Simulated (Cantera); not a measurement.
A Cantera script and its output.

```python
import numpy as np
import cantera as ct

gas = ct.Solution("h2o2.yaml")
gas.TPX = 1250, 2300, {'H2': 0.011, 'O2': 1, 'N2': 0.25}
inlet = ct.Reservoir(gas, clone=True)

reactor = ct.IdealGasConstPressureReactor(gas, energy="off", clone=False)
exhaust = ct.Reservoir(gas, clone=True)
tau = [9.6, 2.6, 0.7, 0.19, 0.052, 0.014, 0.0038, 0.001][0]
for a, b in ((inlet, reactor), (reactor, exhaust)):
    ct.MassFlowController(a, b, mdot=lambda t: reactor.mass / tau)
net = ct.ReactorNet([reactor])
show = ['H2', 'O2', 'OH', 'H2O', 'O', 'HO2', 'H2O2']

rows = []
print(f"{'tau/s':>10s}{'T/K':>9s}" + "".join(f"{s:>11s}" for s in show))
for tau in [9.6, 2.6, 0.7, 0.19, 0.052, 0.014, 0.0038, 0.001]:
    net.initial_time = 0.0
    net.advance(30 * tau)
    before = gas.X
    net.advance(40 * tau)
    drift = np.max(np.abs(gas.X - before) / (gas.X + 1e-9))
    rows.append([gas.T, *gas[show].X, drift])
    print(f"{tau:10.3e}{gas.T:9.1f}" + "".join(f"{x:11.3e}" for x in gas[show].X))
```

Output:

```
     tau/s      T/K         H2         O2         OH        H2O          O        HO2       H2O2
 9.600e+00   1250.0  8.066e-06  7.918e-01  1.665e-04  8.667e-03  3.043e-04  1.943e-07  8.842e-09
 2.600e+00   1250.0  1.711e-05  7.914e-01  2.539e-04  8.608e-03  6.977e-04  3.308e-07  1.330e-08
 7.000e-01   1250.0  3.597e-05  7.906e-01  3.808e-04  8.509e-03  1.521e-03  5.266e-07  1.832e-08
 1.900e-01   1250.0  7.640e-05  7.892e-01  5.494e-04  8.345e-03  2.952e-03  7.712e-07  2.355e-08
 5.200e-02   1250.0  1.729e-04  7.875e-01  7.539e-04  8.077e-03  4.684e-03  1.036e-06  2.999e-08
 1.400e-02   1250.0  4.490e-04  7.864e-01  1.018e-03  7.584e-03  5.768e-03  1.321e-06  4.217e-08
 3.800e-03   1250.0  1.271e-03  7.865e-01  1.360e-03  6.522e-03  5.499e-03  1.613e-06  6.479e-08
 1.000e-03   1250.0  3.684e-03  7.885e-01  1.468e-03  4.089e-03  3.546e-03  1.705e-06  7.756e-08
```

Model: the H2/O2 subset of GRI-Mech 3.0, which has no nitrogen chemistry, integrated in Cantera. Radical loss at walls, strong at low pressure, is not modelled.
